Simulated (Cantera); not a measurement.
# Thermodynamics of hydrogen reduction and annealing atmospheres, feed NiS + H2

Feed: 1 mol NiS, 0.45 mol H2, equilibrated at 0.230 bar.

These are equilibrium values from Cantera (NASA tables, ideal gas, pure condensed phases), not measurements of a reactor. Candidate condensed phases: Ni, NiS, NiS2, Ni3S2, Ni3S4, S; 9 gas species. Gases not in the tables: S3 to S7. Kinetics and transport are ignored.

| T (°C) | x H2S | x H2 | x S2 | x SH | x S | n NiS(s) | n Ni3S2(s) | n Ni3S2(l) |
|---|---|---|---|---|---|---|---|---|
| 452 | 0.640 | 0.360 | 2.17e-7 | 7.56e-9 | <1e-12 | 0.136 | 0.288 | 0 |
| 552 | 0.642 | 0.358 | 7.88e-6 | 2.05e-7 | <1e-12 | 0.133 | 0.289 | 0 |
| 652 | 0.740 | 0.260 | 0.000332 | 3.68e-6 | 3.20e-11 | 0 | 0.333 | 0 |
| 752 | 0.732 | 0.265 | 0.00306 | 2.90e-5 | 1.50e-9 | 0 | 0.333 | 0 |
| 852 | 0.698 | 0.286 | 0.0155 | 0.000148 | 3.23e-8 | 0 | 0 | 0.333 |
| 952 | 0.621 | 0.335 | 0.0434 | 0.000513 | 3.57e-7 | 0 | 0 | 0.333 |
| 1052 | 0.518 | 0.400 | 0.0808 | 0.00133 | 2.42e-6 | 0 | 0 | 0.333 |
| 1152 | 0.411 | 0.467 | 0.119 | 0.00279 | 1.17e-5 | 0 | 0 | 0.333 |
| 1252 | 0.317 | 0.526 | 0.152 | 0.00505 | 4.40e-5 | 0 | 0 | 0.333 |
| 1352 | 0.241 | 0.573 | 0.178 | 0.00818 | 0.000137 | 0 | 0 | 0.333 |
| 1452 | 0.182 | 0.607 | 0.197 | 0.0122 | 0.000366 | 0 | 0 | 0.333 |
| 1552 | 0.139 | 0.632 | 0.211 | 0.0170 | 0.000867 | 0 | 0 | 0.333 |
x: gas mole fraction; n: condensed amount in mol.

From 452 °C to 552 °C the condensed part is NiS(s) + Ni3S2(s). From 652 °C to 752 °C the condensed part is Ni3S2(s). From 852 °C to 1552 °C the condensed part is Ni3S2(l).
